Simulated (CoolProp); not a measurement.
Sulfur dioxide at 345.76 K and 0.224 MPa is throttled through a valve to 0.0517 MPa with no heat exchange. Each further row changes one setting.

Computed with CoolProp (reference Helmholtz-energy equation of state, Gao 2016).

```tsv
case	temperature change (K)	final density (kg/m³)
as stated	-4.1	___
outlet pressure 0.0155 MPa	-5.0	0.351
outlet pressure 0.0672 MPa	___	___
```

Question: What belongs in the gaps?

Answer: 
- as stated, final density (kg/m³): 1.17
- outlet pressure 0.0672 MPa, temperature change (K): -3.8
- outlet pressure 0.0672 MPa, final density (kg/m³): 1.52
